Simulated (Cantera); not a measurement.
**Premixed flame**

A freely propagating, adiabatic, planar premixed flame of C3H8 : O2 : N2 = 1 : 4.55 : 17.1 (molar parts), unburnt at 698 K and 100000 Pa; mixture-averaged transport, grid criteria slope 0.08 and curve 0.16, no radiation.

Cantera simulation using GRI-Mech 3.0 (53 species, 325 reactions); the numbers are that mechanism's predictions, not measurements. GRI-Mech 3.0 was tuned for natural gas; its chemistry of propane as a main component is partial and can be far from experiment. Burning velocities carry a grid error of a few per cent, more on coarse grids.

```tsv
z (mm)	T (K)	u (m/s)	x C3H8	x O2	x C2H6	x H	x H2	x OH
-0.734	698	2.16	0.0441	0.201	5.46e-8	<1e-8	0.00120	<1e-8
-0.489	699	2.17	0.0440	0.200	1.31e-6	<1e-8	0.00369	<1e-8
-0.367	703	2.19	0.0439	0.199	9.08e-6	4.94e-8	0.00673	1.81e-8
-0.245	735	2.30	0.0432	0.195	0.000104	2.03e-6	0.0128	8.38e-7
-0.122	1023	3.30	0.0328	0.164	0.00150	0.000132	0.0243	4.47e-5
-0.0612	1415	4.74	0.0115	0.120	0.00168	0.00116	0.0305	0.000554
0	1810	6.22	0.000423	0.0710	0.000192	0.00513	0.0309	0.00299
0.0612	2000	6.91	8.31e-7	0.0405	1.97e-6	0.00987	0.0252	0.00709
0.122	2054	7.08	<1e-8	0.0272	<1e-8	0.0128	0.0210	0.00984
0.245	2094	7.18	<1e-8	0.0192	<1e-8	0.0146	0.0196	0.0113
0.489	2143	7.30	<1e-8	0.0160	<1e-8	0.0139	0.0199	0.0115
0.978	2205	7.48	<1e-8	0.0139	<1e-8	0.0114	0.0190	0.0111
1.96	2282	7.70	<1e-8	0.0115	<1e-8	0.00826	0.0173	0.0103
```
x: mole fraction of selected species; z is measured from the peak of heat release.

```
Quantity                    Result
------------------------  --------
laminar burning velocity  215 cm/s
thermal thickness         0.245 mm
peak x(C2H6)               0.00199
peak x(H)                   0.0146
peak x(H2)                  0.0318
peak x(OH)                  0.0115
```
